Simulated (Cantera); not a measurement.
Input: 1 mol Si, 0.0019 mol H2O, a varied amount of N2, equilibrated at 1127 °C and 93.0 Pa.

Method: chemical equilibrium by Gibbs-energy minimisation in Cantera with the NASA 1993 tables (ideal gas, pure condensed phases). Candidate condensed phases: H2O, Si, SiO2, Si2N2O, Si3N4; 35 gas species. N2 is the only nitrogen source here; it is nearly inert below about 1500 K, so the nitride shown seldom forms there in practice. Mutual solubility and eutectic melting of coexisting phases are not modelled. The numbers say what is thermodynamically allowed, not how fast it happens.

Problem. Which condensed phases are stable at each of these points (n(N2) (mol)): 67, 84, 100, 130, 160, 200, 250, 320, 390, 490?

Solution. 
```json
[
 {"n(N2) (mol)": "67", "condensed phases": "Si2N2O(s) + Si3N4(s)", "Si condensed (%)": "99.9"},
 {"n(N2) (mol)": "84", "condensed phases": "Si2N2O(s) + Si3N4(s)", "Si condensed (%)": "99.9"},
 {"n(N2) (mol)": "100", "condensed phases": "Si2N2O(s) + Si3N4(s)", "Si condensed (%)": "99.9"},
 {"n(N2) (mol)": "130", "condensed phases": "Si2N2O(s) + Si3N4(s)", "Si condensed (%)": "99.8"},
 {"n(N2) (mol)": "160", "condensed phases": "Si3N4(s)", "Si condensed (%)": "99.8"},
 {"n(N2) (mol)": "200", "condensed phases": "Si3N4(s)", "Si condensed (%)": "99.8"},
 {"n(N2) (mol)": "250", "condensed phases": "Si3N4(s)", "Si condensed (%)": "99.8"},
 {"n(N2) (mol)": "320", "condensed phases": "Si3N4(s)", "Si condensed (%)": "99.8"},
 {"n(N2) (mol)": "390", "condensed phases": "Si3N4(s)", "Si condensed (%)": "99.8"},
 {"n(N2) (mol)": "490", "condensed phases": "Si3N4(s)", "Si condensed (%)": "99.8"}
]
```

From 67 mol N2 to 130 mol N2 the condensed part is Si2N2O(s) + Si3N4(s). From 160 mol N2 to 490 mol N2 the condensed part is Si3N4(s).
